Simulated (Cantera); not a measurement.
## Premixed flame

A freely propagating, adiabatic, planar premixed flame of 7.58 % C2H4, 18.9 % O2, 71.2 % N2, 2.27 % CO2, unburnt at 525 K and 105 Torr; mixture-averaged transport, grid criteria slope 0.08 and curve 0.16, no radiation.

Model: GRI-Mech 3.0 (53 species, 325 reactions), integrated in Cantera. GRI-Mech 3.0 was tuned for natural gas; its chemistry of ethylene as a main component is partial and can be far from experiment. Burning velocities carry a grid error of a few per cent, more on coarse grids.

| z (mm) | T (K) | u (m/s) | x C2H4 | x O2 | x CO2 | x H2O2 | x H | x HO2 |
|---|---|---|---|---|---|---|---|---|
| -4.75 | 525 | 2.34 | 0.0757 | 0.189 | 0.0227 | <1e-8 | <1e-8 | 4.64e-8 |
| -3.17 | 525 | 2.34 | 0.0757 | 0.189 | 0.0227 | 5.95e-8 | <1e-8 | 1.11e-6 |
| -2.38 | 526 | 2.35 | 0.0755 | 0.189 | 0.0227 | 5.88e-7 | <1e-8 | 1.00e-5 |
| -1.58 | 538 | 2.41 | 0.0750 | 0.187 | 0.0226 | 5.23e-6 | 5.07e-7 | 7.81e-5 |
| -0.792 | 817 | 3.74 | 0.0633 | 0.163 | 0.0235 | 3.94e-5 | 0.000312 | 0.000483 |
| -0.396 | 1244 | 5.83 | 0.0390 | 0.122 | 0.0274 | 3.95e-5 | 0.00210 | 0.000614 |
| 0 | 1652 | 7.91 | 0.0123 | 0.0764 | 0.0343 | 3.03e-6 | 0.00572 | 0.000245 |
| 0.396 | 1895 | 9.17 | 0.00157 | 0.0450 | 0.0431 | 2.95e-7 | 0.0103 | 4.15e-5 |
| 0.792 | 1978 | 9.59 | 8.83e-5 | 0.0290 | 0.0522 | 6.12e-8 | 0.0142 | 5.02e-6 |
| 1.58 | 2006 | 9.69 | 1.15e-7 | 0.0188 | 0.0663 | 3.54e-8 | 0.0184 | 7.69e-7 |
| 3.17 | 2022 | 9.73 | <1e-8 | 0.0154 | 0.0773 | 3.32e-8 | 0.0204 | 6.31e-7 |
| 6.34 | 2037 | 9.78 | <1e-8 | 0.0144 | 0.0808 | 3.12e-8 | 0.0203 | 5.90e-7 |
| 12.7 | 2059 | 9.87 | <1e-8 | 0.0138 | 0.0817 | 2.87e-8 | 0.0190 | 5.62e-7 |
x: mole fraction of selected species; z is measured from the peak of heat release.

```json
{
 "laminar_burning_velocity": "234 cm/s",
 "thermal_thickness": "1.58 mm",
 "peak x(H2O2)": "4.71e-5",
 "peak x(H)": "0.0206",
 "peak x(HO2)": "0.000632",
 "grid_points": "161"
}
```
